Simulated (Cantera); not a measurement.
A closed system holds: 1 mol Si, 3.3 mol HCl, 2 mol H2, held at 948.15 K and 15800 Torr.

Equilibrium computed with Cantera from the NASA thermochemical tables; the gas is ideal and each condensed phase is pure. Candidate condensed phases: Si; 19 gas species. The tables' values for SiCl3 are old estimates; treat these amounts as uncertain. The numbers say what is thermodynamically allowed, not how fast it happens.

Base state: H2 0.773, SiHCl3 0.111, SiCl4 0.0997, SiH2Cl2 0.0126, HCl 0.00312, SiH3Cl 0.000355, SiCl3 0.000238, SiCl2 1.92e-5 (mole fractions); condensed: Si(s).

Question: What changes in the equilibrium state with this change: Si replaced by SiCl4?

Answer: 
```json
[
 {"species": "HCl", "before": "0.00312", "after": "0.524"},
 {"species": "H2", "before": "0.773", "after": "0.317"},
 {"species": "SiCl4", "before": "0.0997", "after": "0.158"},
 {"species": "SiHCl3", "before": "0.111", "after": "0.000432"},
 {"species": "SiH2Cl2", "before": "0.0126", "after": "1.19e-7"},
 {"species": "SiH3Cl", "before": "0.000355", "after": "<1e-9"},
 {"species": "SiCl2", "before": "1.92e-5", "after": "<1e-9"},
 {"species": "SiCl3", "before": "0.000238", "after": "1.44e-6"},
 {"species": "Si(s), mol", "before": "0.0291", "after": "0"}
]
```
